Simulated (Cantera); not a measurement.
A closed system holds: 1 mol Si3N4, 0.47 mol H2, held at 2725 °C.

These are equilibrium values from Cantera (NASA tables, ideal gas, pure condensed phases), not measurements of a reactor. Candidate condensed phases: Si, Si3N4; 18 gas species. The tables' values for SiN are old estimates; treat these amounts as uncertain. Gases not in the tables: Si2H6 and higher silanes. Kinetics and transport are ignored.

x: gas mole fraction; n: condensed amount in mol.

| P (Pa) | x N2 | x Si | x H2 | x H | x Si2 | x SiH | x SiN | n Si(l) |
|---|---|---|---|---|---|---|---|---|
| 1 | 0.335 | 0.504 | 1.01e-5 | 0.158 | 1.18e-6 | 7.10e-7 | 4.99e-5 | 0 |
| 16 | 0.336 | 0.505 | [?] | 0.158 | [?] | [?] | 0.000200 | 0 |
| 250 | 0.337 | 0.505 | 0.00240 | 0.154 | 0.000295 | 0.000173 | 0.000793 | 0 |
| 4000 | 0.345 | 0.505 | [?] | [?] | [?] | [?] | 0.00321 | 0 |
| 63000 | 0.629 | 0.167 | 0.112 | 0.0663 | 0.00813 | 0.00621 | 0.00569 | 2.35 |
| 1000000 | 0.789 | 0.0105 | 0.174 | 0.0207 | 0.000512 | 0.00194 | 0.00160 | 2.95 |

What belongs in the gaps?


- 16, x H2: 0.000162
- 16, x Si2: 1.88e-5
- 16, x SiH: 1.14e-5
- 4000, x H2: 0.0221
- 4000, x H: 0.117
- 4000, x Si2: 0.00472
- 4000, x SiH: 0.00210
